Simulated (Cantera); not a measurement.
Feed: 1 mol FeS2, 870 mol H2, 1.8 mol N2, held at 1550 °C and 0.100 bar.

Method: chemical equilibrium by Gibbs-energy minimisation in Cantera with the NASA 1993 tables (ideal gas, pure condensed phases). Candidate condensed phases: Fe, FeS, FeS2, S; 16 gas species. Rates play no part.

Question: What is the equilibrium state?

Answer: 
| Item | Value |
|---|---|
| x(H2) | 0.994 |
| x(N2) | 0.00206 |
| x(H2S) | 0.00192 |
| x(H) | 0.00137 |
| x(Fe) | 0.000408 |
| x(SH) | 0.000282 |
| x(S2) | 3.71e-5 |
| x(S) | 1.72e-5 |
| n(Fe(l)) | 0.644 mol |
| gas amount | 872.9 mol |
| log10 activity of S(l) (absent) | -4.19 |
